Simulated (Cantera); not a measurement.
Feed: 1 mol SiO₂, 4.3 mol HCl, 0.54 mol O₂, equilibrated at 1050 K and 1.00 Pa.

These are equilibrium values from Cantera (NASA tables, ideal gas, pure condensed phases), not measurements of a reactor. Candidate condensed phases: H₂O, Si, SiO₂; 30 gas species. The numbers say what is thermodynamically allowed, not how fast it happens.

Base state: HCl 0.847, O₂ 0.101, Cl 0.0232, H₂O 0.0202, Cl₂ 0.00861 (mole fractions); condensed: SiO₂(β-quartz).

Question: What changes in the equilibrium state with this change: temperature from 1050 K to 725 K?

Answer: 
```json
[
 {"species": "HCl", "before": "0.847", "after": "0.803"},
 {"species": "O₂", "before": "0.101", "after": "0.0873"},
 {"species": "H₂O", "before": "0.0202", "after": "0.0546"},
 {"species": "Cl₂", "before": "0.00861", "after": "0.0546"},
 {"species": "Cl", "before": "0.0232", "after": "0.000101"},
 {"species": "SiO₂(β-quartz), mol", "before": "1.00", "after": "0"},
 {"species": "SiO₂(α-quartz), mol", "before": "0", "after": "1.00"}
]
```
